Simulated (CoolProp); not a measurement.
A single-stage vapour-compression cycle with the fluid: evaporating at 265.15 K (dew point), condensing at 286.15 K (bubble point), superheat 5 K, subcooling 0 K, compressor efficiency 0.6, no pressure losses. The same conditions are run with several fluids, on thermodynamics alone (safety and materials aside).

Model: reference Helmholtz-energy equation of state of each fluid (dimethyl ether: Wu 2011; R13: Platzer 1990; chlorine: Thol 2021; cis-2-butene: Lemmon 2005; isobutene: Lemmon 2005; nitrous oxide: Lemmon 2006), in CoolProp. The equations of Platzer and Polt are older, rougher fits.

| fluid | cooling COP | pressure ratio | discharge temperature (K) | refrigerating effect (kJ/kg) | volumetric capacity (kJ/m³) |
|---|---|---|---|---|---|
| dimethyl ether | 6.99 | 2.06 | 313.2 | 403 | 1750 |
| R13 | ? | 1.69 | ? | 76.2 | 7590 |
| chlorine | 6.88 | ? | ? | 254 | 2370 |
| cis-2-butene | 7.08 | 2.25 | ? | 387 | 629 |
| isobutene | 7.03 | 2.14 | 304.6 | 353 | 893 |
| nitrous oxide | 5.77 | 1.70 | 318.5 | ? | 13600 |

Task: Some entries are withheld; supply them.

Result: 
- R13, cooling COP: 5.42
- R13, discharge temperature (K): 302.9
- chlorine, pressure ratio: 1.97
- chlorine, discharge temperature (K): 347.7
- cis-2-butene, discharge temperature (K): 310.3
- nitrous oxide, refrigerating effect (kJ/kg): 211
